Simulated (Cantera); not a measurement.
A closed system holds: 1 mol Fe2O3, 0.94 mol Cl2, at 1275 °C and 120 Torr.

Method: chemical equilibrium by Gibbs-energy minimisation in Cantera with the NASA 1993 tables (ideal gas, pure condensed phases). Candidate condensed phases: Fe, FeCl2, FeCl3, FeO, Fe2O3, Fe3O4; 13 gas species. Rates play no part.

Base state: FeCl2 0.379, O2 0.369, FeCl3 0.112, Cl2 0.0824, Cl 0.0573, Fe2Cl4 0.000640, ClO 0.000323, Fe2Cl6 1.41e-5 (mole fractions); condensed: Fe2O3(s).

What changes in the equilibrium state with this change: temperature from 1275 °C to 775 °C?


```
species          before     after
-------------  --------  --------
Cl2              0.0824     0.855
FeCl3             0.112    0.0793
O2                0.369    0.0619
FeCl2             0.379   0.00140
Cl               0.0573   0.00178
O               1.16e-5     <1e-9
Fe2Cl4         0.000640   1.64e-6
Fe2Cl6          1.41e-5  0.000936
ClO            0.000323   9.74e-6
Fe2O3(s), mol     0.649     0.960
```
